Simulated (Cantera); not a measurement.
An adiabatic, constant-pressure homogeneous reactor starts with CH4 : C2H6 : O2 : N2 : H2O = 1 : 0.088 : 1.1 : 5.5 : 0.5 (molar parts), equivalence ratio 2.1, at 1550 K and 8.98 atm.

Model: GRI-Mech 3.0 (53 species, 325 reactions), integrated in Cantera.

Question: Predict: time of steepest temperature rise; temperature at 0.200 s; equilibrium temperature; x(CH4) at 0.200 s; x(O2) at 0.200 s; x(OH) at 0.200 s; x(CO2) at 0.200 s; x(O) at 0.200 s.

Answer: 
```
Property                                                              Result
---------------------------------  -----------------------------------------
time of steepest temperature rise                                    91.3 µs
temperature at 0.200 s                                                2361 K
equilibrium temperature                                               2361 K
x(CH4) at 0.200 s                    1.17e-9 (gas-phase equilibrium 1.32e-9)
x(O2) at 0.200 s                     8.86e-7 (gas-phase equilibrium 8.86e-7)
x(OH) at 0.200 s                   0.000286 (gas-phase equilibrium 0.000286)
x(CO2) at 0.200 s                      0.0178 (gas-phase equilibrium 0.0178)
x(O) at 0.200 s                      2.21e-6 (gas-phase equilibrium 2.21e-6)
```
